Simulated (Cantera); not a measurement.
Source: NASA polynomial tables (part measured, part estimated), evaluated in Cantera. Values are per mole of reaction as written; species without (g) are pure solids or liquids, kept so even where they would boil at 1 bar.

Between 300 and 2198 K, where is each reaction favourable under standard conditions?
- 3 Cu + 2 CF3(g) = 2 C + 3 CuF2


- 3 Cu + 2 CF3(g) = 2 C + 3 CuF2: ΔG° is -560 kJ at 300 K and -129 kJ at 2198 K; it stays negative (K > 1). ΔH° is -397 kJ and ΔS° -122 J/K at 2198 K.
